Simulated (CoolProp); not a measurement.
Vapour-liquid equilibrium of benzene (1) + n-dodecane (2) at 202.15 °C; x and y are mole fractions of (1).

Computed with CoolProp (multi-fluid Helmholtz-energy mixture model, Thol 2012 and Lemmon 2004; pair parameters Bell 2016).

```csv
x,"bubble pressure, mixture model (MPa)","bubble pressure, Raoult's law (MPa)","y, mixture model","y, Raoult's law"
0.05,0.1165,0.1423,(withheld),0.523
0.125,0.1939,0.2486,(withheld),0.748
0.2,0.2808,0.3548,(withheld),0.839
0.275,0.3745,0.4611,0.842,0.888
0.35,0.4730,0.5673,(withheld),0.918
0.425,0.5749,0.6736,0.912,0.939
0.5,0.6795,0.7798,(withheld),0.954
0.575,(withheld),0.8861,0.947,0.966
0.65,0.8978,0.9923,0.960,0.975
0.725,1.013,1.099,0.970,0.982
0.8,1.134,1.205,0.980,0.988
0.875,1.262,1.311,0.988,0.993
0.95,1.396,1.417,0.995,0.997
```

Problem. Complete the blanks.

Solution. 
- 0.05, y, mixture model: 0.400
- 0.125, y, mixture model: 0.657
- 0.2, y, mixture model: 0.776
- 0.35, y, mixture model: 0.883
- 0.5, y, mixture model: 0.932
- 0.575, bubble pressure, mixture model (MPa): 0.7869

The largest gap from Raoult's law is -22.0 % in bubble pressure, at x = 0.125. No azeotrope shows between x = 0.05 and 0.95.

The pair parameters rest on a limited set of measurements; away from them the model extrapolates.
